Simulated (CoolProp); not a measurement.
A Linde-Hampson liquefier for carbon monoxide: isothermal reversible compression at 250 K from 1 atm to 40 MPa, throttling to 1 atm, return gas leaving the recuperator 2 K below the feed. Each further row changes one setting.

Model: reference Helmholtz-energy equation of state, Lemmon 2006, in CoolProp. It is a short technical equation, of lower accuracy than the large ones.

| case | liquid yield per pass | compression work (kJ/kg of gas) |
|---|---|---|
| as stated | 0.167 | 440 |
| high pressure 80 MPa | 0.120 | 517 |
| warm-end temperature 280 K | 0.124 | 500 |
| warm-end gap 7 K | 0.156 | 440 |
